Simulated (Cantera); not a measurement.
A closed system holds: 1 mol Ta(OEt)5, a varied amount of H2O, 48 mol H2, 2.1 mol CO2, held at 0.210 Pa.

Equilibrium computed with Cantera from the NASA thermochemical tables; the gas is ideal and each condensed phase is pure. Candidate condensed phases: C, C6H6, C7H8, C8H18, H2O, Ta, TaC, Ta2O5; 113 gas species. The feed counts by its element totals alone. Mutual solubility and eutectic melting of coexisting phases are not modelled. TaC: taken at fixed stoichiometry. Condensed phases not in the tables: Ta2C, N, O or C dissolved in the metal. Rates play no part.

Stable condensed phases, one row left out:

```
T in °C \ n(H2O) in mol
         0.82  1.2  1.7  2.4  3.4  4.8  6.9
   2302     A    A    A    B    C    D    D
   2202     A    A    A    B    C    D    D
   2102     A    A    A    B    C    D    D
   2002     A    A    A    B    C    D    D
   1902     E    E    A    B    C    D    D
   1802     E    E    E    B    C    D    D
   1702     E    E    E    B    C    D    D
   1602     E    E    E    B    C    D    F
   1402     E    E    E    B    G    G    F
   1302     E    E    E    B    G    G    F
   1202     E    E    E    B    G    G    F
   1102     E    E    E    H    H    H    F
```

A: TaC; B: Ta + TaC; C: Ta; D: gas only; E: C + TaC; F: Ta2O5; G: Ta + Ta2O5; H: TaC + Ta2O5.

### Question
Give the row for 1502 °C.

### Answer
0.82: C + TaC; 1.2: C + TaC; 1.7: C + TaC; 2.4: Ta + TaC; 3.4: Ta; 4.8: Ta + Ta2O5; 6.9: Ta2O5.
